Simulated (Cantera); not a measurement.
Feed: 1 mol CCl4, 0.057 mol HCl, equilibrated at 1000 Pa.

Cantera equilibrium calculation (NASA polynomials, part measured and part estimated; ideal gas, pure solids and liquids). Candidate condensed phases: C, C6H6, C7H8, C8H18; 103 gas species. Ions and electrons are included (thermal ionisation). The numbers say what is thermodynamically allowed, not how fast it happens.

Task: At 5000 K, list the 6 most abundant gas species with their mole fractions, and the condensed phases.

Result: Cl 0.793, C 0.195, H 0.0111, e- 0.000278, C2 0.000253, C+ 0.000237. Condensed: gas only.
